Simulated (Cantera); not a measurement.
A Cantera script and what it prints.

```python
import numpy as np
import cantera as ct

gas_names = """
    Ca CaCL CaCL2 CaO CaOH CaO2H2 Ca2 CL CLO CL2 H HCL HOCL HO2 H2 H2O H2O2 O OH O2 O3
""".split()
cond_names = """
    Ca(a) Ca(b) Ca(L) CaCL2(s) CaCL2(L) CaO(s) CaO(L) CaO2H2(s) H2O(s) H2O(L)
""".split()


def load(file, names, dense=False):
    # The tables refer to 1 bar. Condensed volumes are neglected.
    table = {s.name: s for s in ct.Species.list_from_file(file)}
    out = []
    for n in names:
        d = dict(table[n].input_data)
        d["thermo"] = dict(d["thermo"], **{"reference-pressure": 1e5})
        if dense:
            d["equation-of-state"] = {"model": "constant-volume", "density": "1e6 g/cm^3"}
        out.append(ct.Species.from_dict(d))
    return out


gas = ct.Solution(thermo="ideal-gas", species=load("nasa_gas.yaml", gas_names))
cond = {s.name: ct.Solution(thermo="fixed-stoichiometry", species=[s], name=s.name)
        for s in load("nasa_condensed.yaml", cond_names, dense=True)}
atoms = {
    'CaCl2': {'Ca': 1, 'CL': 2},
    'O2': {'O': 2},
    'H2': {'H': 2},
    'HCl': {'H': 1, 'CL': 1},
}
top_T = {}  # K; cautious upper limits of use, not melting points


def equilibrate(T, P, feed):
    n = {}
    for name, mol in feed.items():
        for a, k in atoms[name].items():
            n[a] = n.get(a, 0.0) + k * mol
    gas.TPX = T, P, n
    mass = sum(n.values()) * gas.mean_molecular_weight
    gas.equilibrate("TP")
    valid = [c for c in cond.values() if c.min_temp <= T <= top_T.get(c.name, c.max_temp)]
    mix = ct.Mixture([(gas, mass / gas.mean_molecular_weight)] + [(c, 0.0) for c in valid])
    mix.T, mix.P = T, P
    mix.equilibrate("TP", solver="vcs", rtol=1e-11, max_steps=5000)
    return mix


results = []
P = 133.322  # Pa
for T in [1673, 1698, 1723, 1748, 1773, 1798, 1823, 1848, 1873, 1898, 1923, 1948, 1973]:
    for m in [0.59, 1.3, 1.9, 2.6, 3.2, 3.9, 4.6]:
        feed = {'CaCl2': 1, 'O2': 3.1, 'H2': 7.4, 'HCl': m}  # mol
        mix = equilibrate(T, P, feed)
        results.append((T, P, feed, dict(zip(mix.species_names, mix.species_moles))))

for T, P, feed, n in results:
    print(f"{T:7g} {feed['HCl']:10.4g}  " + (" + ".join(c for c in cond_names if n.get(c, 0) > 1e-12) or "gas only"))
```

It prints:

```
   1673       0.59  CaO(s)
   1673        1.3  CaO(s)
   1673        1.9  CaO(s)
   1673        2.6  CaO(s)
   1673        3.2  CaO(s)
   1673        3.9  gas only
   1673        4.6  gas only
   1698       0.59  CaO(s)
   1698        1.3  CaO(s)
   1698        1.9  CaO(s)
   1698        2.6  CaO(s)
   1698        3.2  CaO(s)
   1698        3.9  gas only
   1698        4.6  gas only
   1723       0.59  CaO(s)
   1723        1.3  CaO(s)
   1723        1.9  CaO(s)
   1723        2.6  CaO(s)
   1723        3.2  CaO(s)
   1723        3.9  gas only
   1723        4.6  gas only
   1748       0.59  CaO(s)
   1748        1.3  CaO(s)
   1748        1.9  CaO(s)
   1748        2.6  CaO(s)
   1748        3.2  CaO(s)
   1748        3.9  gas only
   1748        4.6  gas only
   1773       0.59  CaO(s)
   1773        1.3  CaO(s)
   1773        1.9  CaO(s)
   1773        2.6  CaO(s)
   1773        3.2  gas only
   1773        3.9  gas only
   1773        4.6  gas only
   1798       0.59  CaO(s)
   1798        1.3  CaO(s)
   1798        1.9  CaO(s)
   1798        2.6  CaO(s)
   1798        3.2  gas only
   1798        3.9  gas only
   1798        4.6  gas only
   1823       0.59  CaO(s)
   1823        1.3  CaO(s)
   1823        1.9  CaO(s)
   1823        2.6  CaO(s)
   1823        3.2  gas only
   1823        3.9  gas only
   1823        4.6  gas only
   1848       0.59  CaO(s)
   1848        1.3  CaO(s)
   1848        1.9  CaO(s)
   1848        2.6  CaO(s)
   1848        3.2  gas only
   1848        3.9  gas only
   1848        4.6  gas only
   1873       0.59  CaO(s)
   1873        1.3  CaO(s)
   1873        1.9  CaO(s)
   1873        2.6  CaO(s)
   1873        3.2  gas only
   1873        3.9  gas only
   1873        4.6  gas only
   1898       0.59  CaO(s)
   1898        1.3  CaO(s)
   1898        1.9  CaO(s)
   1898        2.6  CaO(s)
   1898        3.2  gas only
   1898        3.9  gas only
   1898        4.6  gas only
   1923       0.59  CaO(s)
   1923        1.3  CaO(s)
   1923        1.9  CaO(s)
   1923        2.6  CaO(s)
   1923        3.2  gas only
   1923        3.9  gas only
   1923        4.6  gas only
   1948       0.59  CaO(s)
   1948        1.3  CaO(s)
   1948        1.9  CaO(s)
   1948        2.6  gas only
   1948        3.2  gas only
   1948        3.9  gas only
   1948        4.6  gas only
   1973       0.59  CaO(s)
   1973        1.3  CaO(s)
   1973        1.9  CaO(s)
   1973        2.6  gas only
   1973        3.2  gas only
   1973        3.9  gas only
   1973        4.6  gas only
```

These are equilibrium values from Cantera (NASA tables, ideal gas, pure condensed phases), not measurements of a reactor. Condensed phases not in the tables: oxide chlorides.
